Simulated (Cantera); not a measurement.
An adiabatic, constant-pressure homogeneous reactor starts with CH₄ : O₂ : N₂ = 1 : 1.33 : 5.01 (molar parts), equivalence ratio 1.5, at 1325 K and 9.30 bar. Integrator tolerance rtol = 1e-08.

Cantera simulation using GRI-Mech 3.0 (53 species, 325 reactions); the numbers are that mechanism's predictions, not measurements.

### Question
What does this change do: initial temperature 1325 to 975 K?

### Answer
| quantity | before | after |
|---|---|---|
| time of steepest temperature rise | 1.48 ms | 0.165 s |
| temperature at 2.00 s | 2686 K | 2413 K |
| equilibrium temperature | 2686 K | 2413 K |
| x(CH₄) at 2.00 s | 2.99e-11 (gas-phase equilibrium 3.38e-11) | 9.39e-11 (gas-phase equilibrium 1.06e-10) |
| x(O₂) at 2.00 s | 0.000110 (gas-phase equilibrium 0.000110) | 8.13e-6 (gas-phase equilibrium 8.13e-6) |
| x(H) at 2.00 s | 0.00485 (gas-phase equilibrium 0.00485) | 0.00154 (gas-phase equilibrium 0.00154) |
| x(C₂H₄) at 2.00 s | <1e-12 (gas-phase equilibrium <1e-12) | <1e-12 (gas-phase equilibrium <1e-12) |
| x(C₂H₆) at 2.00 s | <1e-12 (gas-phase equilibrium <1e-12) | <1e-12 (gas-phase equilibrium <1e-12) |
| x(HO₂) at 2.00 s | 1.77e-7 (gas-phase equilibrium 1.77e-7) | 1.27e-8 (gas-phase equilibrium 1.27e-8) |
Below about 1000 K GRI-Mech 3.0 lacks low-temperature oxidation paths.

### Question
What does this change do: pressure from 9.30 bar to 10.0 bar?

### Answer
| quantity | before | after |
|---|---|---|
| time of steepest temperature rise | 1.48 ms | 1.38 ms |
| temperature at 2.00 s | 2686 K | 2688 K |
| equilibrium temperature | 2686 K | 2688 K |
| x(CH₄) at 2.00 s | 2.99e-11 (gas-phase equilibrium 3.38e-11) | 3.43e-11 (gas-phase equilibrium 3.89e-11) |
| x(O₂) at 2.00 s | 0.000110 (gas-phase equilibrium 0.000110) | 0.000104 (gas-phase equilibrium 0.000104) |
| x(H) at 2.00 s | 0.00485 (gas-phase equilibrium 0.00485) | 0.00470 (gas-phase equilibrium 0.00470) |
| x(C₂H₄) at 2.00 s | <1e-12 (gas-phase equilibrium <1e-12) | <1e-12 (gas-phase equilibrium <1e-12) |
| x(C₂H₆) at 2.00 s | <1e-12 (gas-phase equilibrium <1e-12) | <1e-12 (gas-phase equilibrium <1e-12) |
| x(HO₂) at 2.00 s | 1.77e-7 (gas-phase equilibrium 1.77e-7) | 1.73e-7 (gas-phase equilibrium 1.73e-7) |
